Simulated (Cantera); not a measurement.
Input: 1 mol Fe3O4, 3.2 mol C, 0.096 mol CO, at 2150 K and 75.0 Torr.

Equilibrium computed with Cantera from the NASA thermochemical tables; the gas is ideal and each condensed phase is pure. Candidate condensed phases: C, Fe, Fe(CO)5, FeO, Fe2O3, Fe3O4; 15 gas species. Each liquid is taken as pure. Mutual solubility and eutectic melting of coexisting phases are not modelled. The tables' stoichiometric FeO is somewhat more stable than real wüstite, so its field is too wide. FeO: taken at fixed stoichiometry. Kinetics and transport are ignored.

Base state: CO 0.898, CO2 0.0840, Fe 0.0173, FeO 0.000231 (mole fractions); condensed: Fe(l) + FeO(l).

### Question
What changes in the equilibrium state with this change: temperature from 2150 K to 1950 K?

### Answer
```json
[
 {"species": "CO", "before": "0.898", "after": "0.902"},
 {"species": "CO2", "before": "0.0840", "after": "0.0956"},
 {"species": "Fe", "before": "0.0173", "after": "0.00205"},
 {"species": "FeO", "before": "0.000231", "after": "1.68e-5"},
 {"species": "Fe(l), mol", "before": "2.42", "after": "2.51"},
 {"species": "FeO(l), mol", "before": "0.517", "after": "0.484"}
]
```

### Question
What changes in the equilibrium state with this change: Fe3O4 replaced by TiO2?

### Answer
```csv
species,before,after
CO,0.898,1.000
CO2,0.0840,1.32e-6
Fe,0.0173,0
FeO,0.000231,0
"Fe(l), mol",2.42,0
"FeO(l), mol",0.517,0
"C(graphite), mol",0,0.200
"TiC(s), mol",0,1.00
```
TiC: taken at fixed stoichiometry. Further candidate phases: Ti, TiC, TiO, TiO2, Ti2O3, Ti3O5, Ti4O7.

### Question
What changes in the equilibrium state with this change: C from 3.2 to 0.71 mol?

### Answer
| species | before | after |
|---|---|---|
| CO | 0.898 | 0.635 |
| CO2 | 0.0840 | 0.361 |
| Fe | 0.0173 | 0.00285 |
| O2 | 1.57e-6 | 5.80e-5 |
| O | 7.74e-6 | 4.71e-5 |
| Fe(l), mol | 2.42 | 0 |
| FeO(l), mol | 0.517 | 3.00 |
